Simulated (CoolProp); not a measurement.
Model: reference Helmholtz-energy equation of state, Thol 2016, in CoolProp.

Q: For hexamethyldisiloxane (MM), give the phase and the isothermal compressibility (1/MPa), expansivity (1/kK), fugacity coefficient at 378.7 K and 0.231 MPa.

A: 
- 378.7 K and 0.231 MPa: liquid; isothermal compressibility 0.00503, expansivity 1.85, fugacity coefficient 0.478
